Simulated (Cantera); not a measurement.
An adiabatic, constant-pressure homogeneous reactor starts with C3H8 : O2 : N2 : CO2 = 1 : 3.85 : 14.5 : 0.24 (molar parts), equivalence ratio 1.3, at 1425 K and 7500 Torr.

Cantera simulation using GRI-Mech 3.0 (53 species, 325 reactions); the numbers are that mechanism's predictions, not measurements. GRI-Mech 3.0 was tuned for natural gas; its chemistry of propane as a main component is partial and can be far from experiment.

Question: Predict: time of steepest temperature rise; temperature at 3.00 s; equilibrium temperature; x(O2) at 3.00 s; x(H2) at 3.00 s; x(OH) at 3.00 s; x(CH2O) at 3.00 s.

Answer: 
```
Item                                                                 Value
---------------------------------  ---------------------------------------
time of steepest temperature rise                                  51.1 µs
temperature at 3.00 s                                               2878 K
equilibrium temperature                                             2878 K
x(O2) at 3.00 s                    0.00218 (gas-phase equilibrium 0.00218)
x(H2) at 3.00 s                      0.0289 (gas-phase equilibrium 0.0289)
x(OH) at 3.00 s                    0.00874 (gas-phase equilibrium 0.00874)
x(CH2O) at 3.00 s                  1.01e-8 (gas-phase equilibrium 1.01e-8)
```
